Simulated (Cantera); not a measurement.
Feed: 1 mol CH₃Cl, 1.7 mol H₂, held at 57.8 Torr.

These are equilibrium values from Cantera (NASA tables, ideal gas, pure condensed phases), not measurements of a reactor. Candidate condensed phases: C, C₆H₆, C₇H₈, C₈H₁₈; 91 gas species. Rates play no part.

Question: At 2948 K, list the 7 most abundant gas species with their mole fractions, and the condensed phases.

Answer: H₂ 0.435, H 0.319, HCl 0.144, Cl 0.0721, C₂H₂ (acetylene) 0.0232, C₂H 0.00271, C₃ 0.00230. Condensed: C(graphite).
